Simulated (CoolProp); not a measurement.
Vapour pressure (MPa) of n-perfluorohexane: the reference equation beside estimates from Tc = 448.0 K, pc = 1.742 MPa, ω = 0.497.

Values from CoolProp's reference Helmholtz-energy equation of state, Gao 2022.

```json
[
 {"T (K)": "331.2", "reference": "0.1045", "van der Waals": "0.4586", "Redlich-Kwong": "0.2375", "Soave-Redlich-Kwong": "0.1049", "Peng-Robinson": "0.1049"},
 {"T (K)": "336", "reference": "0.1225", "van der Waals": "0.4919", "Redlich-Kwong": "0.2656", "Soave-Redlich-Kwong": "0.1231", "Peng-Robinson": "0.1228"},
 {"T (K)": "340.8", "reference": "0.1428", "van der Waals": "0.5267", "Redlich-Kwong": "0.2960", "Soave-Redlich-Kwong": "0.1437", "Peng-Robinson": "0.1431"},
 {"T (K)": "345.7", "reference": "0.1661", "van der Waals": "0.5638", "Redlich-Kwong": "0.3295", "Soave-Redlich-Kwong": "0.1674", "Peng-Robinson": "0.1665"},
 {"T (K)": "350.5", "reference": "0.1916", "van der Waals": "0.6018", "Redlich-Kwong": "0.3647", "Soave-Redlich-Kwong": "0.1935", "Peng-Robinson": "0.1921"},
 {"T (K)": "355.4", "reference": "0.2207", "van der Waals": "0.6421", "Redlich-Kwong": "0.4033", "Soave-Redlich-Kwong": "0.2232", "Peng-Robinson": "0.2214"},
 {"T (K)": "360.2", "reference": "0.2523", "van der Waals": "0.6833", "Redlich-Kwong": "0.4438", "Soave-Redlich-Kwong": "0.2556", "Peng-Robinson": "0.2533"},
 {"T (K)": "365", "reference": "0.2873", "van der Waals": "0.7261", "Redlich-Kwong": "0.4870", "Soave-Redlich-Kwong": "0.2916", "Peng-Robinson": "0.2886"},
 {"T (K)": "369.9", "reference": "0.3268", "van der Waals": "0.7714", "Redlich-Kwong": "0.5339", "Soave-Redlich-Kwong": "0.3321", "Peng-Robinson": "0.3286"},
 {"T (K)": "374.7", "reference": "0.3692", "van der Waals": "0.8176", "Redlich-Kwong": "0.5828", "Soave-Redlich-Kwong": "0.3759", "Peng-Robinson": "0.3717"},
 {"T (K)": "379.6", "reference": "0.4168", "van der Waals": "0.8664", "Redlich-Kwong": "0.6358", "Soave-Redlich-Kwong": "0.4249", "Peng-Robinson": "0.4200"},
 {"T (K)": "384.4", "reference": "0.4678", "van der Waals": "0.9159", "Redlich-Kwong": "0.6908", "Soave-Redlich-Kwong": "0.4776", "Peng-Robinson": "0.4720"},
 {"T (K)": "389.2", "reference": "0.5234", "van der Waals": "0.9672", "Redlich-Kwong": "0.7488", "Soave-Redlich-Kwong": "0.5350", "Peng-Robinson": "0.5287"},
 {"T (K)": "394.1", "reference": "0.5853", "van der Waals": "1.021", "Redlich-Kwong": "0.8114", "Soave-Redlich-Kwong": "0.5989", "Peng-Robinson": "0.5919"}
]
```

Absolute difference from the reference over all 14 rows, mean and median: van der Waals 178.4 and 161.8 %, Redlich-Kwong 76.5 and 72.7 %, Soave-Redlich-Kwong 1.4 and 1.4 %, Peng-Robinson 0.5 and 0.4 %.
